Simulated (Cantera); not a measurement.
Input: 1 mol Fe2O3, 2.5 mol Cl2, 9.2 mol O2, equilibrated at 1850 K and 2.40 mbar.

Equilibrium computed with Cantera from the NASA thermochemical tables; the gas is ideal and each condensed phase is pure. Candidate condensed phases: Fe, FeCl2, FeCl3, FeO, Fe2O3, Fe3O4; 13 gas species. The numbers say what is thermodynamically allowed, not how fast it happens.

Base state: O2 0.761, FeCl2 0.126, Cl 0.110, O 0.00343, Cl2 0.000183, FeO 0.000103, ClO 7.97e-5, FeCl3 5.29e-5 (mole fractions); condensed: Fe3O4(s).

Q: What changes in the equilibrium state with this change: pressure from 2.40 mbar to 1.00 bar?

A: 
```
species          before    after
-------------  --------  -------
O2                0.761    0.797
FeCl2             0.126    0.139
Cl                0.110   0.0427
Cl2            0.000183   0.0116
Fe              1.51e-5    <1e-9
FeO            0.000103  8.93e-8
Fe2Cl4          1.84e-7  9.29e-5
Fe3O4(s), mol    0.0861  0.00324
```
